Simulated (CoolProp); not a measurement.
1000 sccm (0 °C, 1 atm) of nitrogen bubbles through liquid tetrahydrofuran at 285.7 K and leaves saturated at a total pressure of 0.15 MPa (ideal gas phase). Each further row changes one setting.

The numbers come from the reference Helmholtz-energy equation of state, Fiedler 2023 in CoolProp.

```json
[
 {"case": "as stated", "vapour pressure (kPa)": "12.2", "mole fraction of vapour": "0.0812", "delivery (mg/min)": "284", "delivery (sccm)": "88.3", "change of delivery for a bath 1 K warmer (%)": "5.4"},
 {"case": "bath temperature 290.7 K", "vapour pressure (kPa)": "15.4", "mole fraction of vapour": "0.103", "delivery (mg/min)": "369", "delivery (sccm)": "115", "change of delivery for a bath 1 K warmer (%)": "5.3"},
 {"case": "total pressure 0.3 MPa", "vapour pressure (kPa)": "12.2", "mole fraction of vapour": "0.0406", "delivery (mg/min)": "136", "delivery (sccm)": "42.3", "change of delivery for a bath 1 K warmer (%)": "5.2"}
]
```
